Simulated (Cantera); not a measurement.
Input: 1 mol N2O, 7.8 mol H2O, 1.1 mol N2, at 1.20 bar.

Cantera equilibrium calculation (NASA polynomials, part measured and part estimated; ideal gas, pure solids and liquids). Candidate condensed phases: H2O; 24 gas species. The numbers say what is thermodynamically allowed, not how fast it happens. All values below are at 2223 K.

Base state: H2O 0.737, N2 0.199, O2 0.0457, OH 0.00968, H2 0.00414, NO 0.00312, O 0.000610, H 0.000376 (mole fractions); condensed: gas only.

Task: What changes in the equilibrium state with this change: H2O from 7.8 to 0.63 mol?

Result: 
```json
[
 {"species": "N2", "before": "0.199", "after": "0.643"},
 {"species": "H2O", "before": "0.737", "after": "0.191"},
 {"species": "O2", "before": "0.0457", "after": "0.147"},
 {"species": "NO", "before": "0.00312", "after": "0.0101"},
 {"species": "H2", "before": "0.00414", "after": "0.000596"},
 {"species": "NO2", "before": "1.98e-6", "after": "1.15e-5"},
 {"species": "H", "before": "0.000376", "after": "0.000143"},
 {"species": "O", "before": "0.000610", "after": "0.00110"}
]
```
